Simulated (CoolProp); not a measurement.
Octamethyltrisiloxane (MDM) at several states: Z from the reference equation and from simpler models built on Tc = 292.2 °C, pc = 1438 kPa, ω = 0.528; each cubic takes its own stable root.

The numbers come from the reference Helmholtz-energy equation of state, Thol 2017 in CoolProp.

```tsv
T (°C)	p (kPa)	phase	reference
-69.85	7000	liquid	1.072
-5.55	17.8	liquid	0.002238
52.75	568	liquid	0.06292
```

Problem. How far does each simpler model (Redlich-Kwong, Soave-Redlich-Kwong, Peng-Robinson) lie from the reference over these 3 states: mean and median of the absolute difference, and the worst?

Solution. 
- Redlich-Kwong: mean 18.3 %, median 18.2 %, worst +19.2 % at -69.85 °C and 7000 kPa
- Soave-Redlich-Kwong: mean 13.5 %, median 13.1 %, worst +16.6 % at -69.85 °C and 7000 kPa
- Peng-Robinson: mean 2.2 %, median 1.6 %, worst +4.3 % at -69.85 °C and 7000 kPa
